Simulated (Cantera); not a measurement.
Mixture: CH₄ : C₂H₆ : O₂ : N₂ = 1 : 0.035 : 3.17 : 8.24 (molar parts), equivalence ratio 0.67, at 1.00 bar, adiabatic and at constant volume. Ignition delay is the time to a rise of 400 K.

Computed with Cantera and GRI-Mech 3.0 (53 species, 325 reactions).

**Question.** What does this change do: N2 8.24 to 20 parts?

**Answer.** 
| quantity | before | after |
|---|---|---|
| delay at 1050 K | 88.6 ms | 0.187 s |
| delay at 1125 K | 30.3 ms | 65.6 ms |
| delay at 1200 K | 10.9 ms | 23.8 ms |
| delay at 1275 K | 4.14 ms | 8.89 ms |
| delay at 1350 K | 1.65 ms | 3.44 ms |
| delay at 1425 K | 0.709 ms | 1.40 ms |
| apparent activation energy between 1275 and 1425 K | 180 kJ/mol | 190 kJ/mol |

**Question.** What does this change do: pressure from 1.00 bar to 0.840 bar?

**Answer.** 
```csv
quantity,before,after
delay at 1050 K,88.6 ms,0.103 s
delay at 1125 K,30.3 ms,35.0 ms
delay at 1200 K,10.9 ms,12.5 ms
delay at 1275 K,4.14 ms,4.68 ms
delay at 1350 K,1.65 ms,1.86 ms
delay at 1425 K,0.709 ms,0.795 ms
apparent activation energy between 1275 and 1425 K,180 kJ/mol,180 kJ/mol
```

**Question.** What does this change do: 1.1 parts CO2 added?

**Answer.** 
| quantity | before | after |
|---|---|---|
| delay at 1050 K | 88.6 ms | 98.7 ms |
| delay at 1125 K | 30.3 ms | 34.2 ms |
| delay at 1200 K | 10.9 ms | 12.4 ms |
| delay at 1275 K | 4.14 ms | 4.73 ms |
| delay at 1350 K | 1.65 ms | 1.89 ms |
| delay at 1425 K | 0.709 ms | 0.805 ms |
| apparent activation energy between 1275 and 1425 K | 180 kJ/mol | 180 kJ/mol |
